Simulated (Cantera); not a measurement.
Charge: 1 mol CsOH, 0.77 mol H₂O, held at 2075 K and 26.0 Pa.

Equilibrium computed with Cantera from the NASA thermochemical tables; the gas is ideal and each condensed phase is pure. Candidate condensed phases: Cs, CsOH, H₂O; 15 gas species. Equilibrium is a limit: real reactors are often held back by kinetics, nucleation or transport.

Base state: H₂O 0.392, Cs 0.341, O₂ 0.0930, CsOH 0.0425, H₂ 0.0397, OH 0.0371, H 0.0329, O 0.0220 (mole fractions); condensed: gas only.

What changes in the equilibrium state with this change: CsOH replaced by MgCO₃?


| species | before | after |
|---|---|---|
| CO₂ | 0 | 0.317 |
| H₂O | 0.392 | 0.303 |
| CO | 0 | 0.157 |
| Cs | 0.341 | 0 |
| CsOH | 0.0425 | 0 |
| Mg | 0 | 0.0168 |
| H₂ | 0.0397 | 0.0310 |
| OH | 0.0371 | 0.0324 |
| H | 0.0329 | 0.0291 |
| O₂ | 0.0930 | 0.0910 |
| O | 0.0220 | 0.0218 |
| MgO | 0 | 0.000329 |
| CsO | 0.000264 | 0 |
| MgO(s), mol | 0 | 0.963 |
Further candidate phases: C, C₆H₆, C₇H₈, C₈H₁₈, Mg, MgCO₃, MgO, Mg(OH)₂.
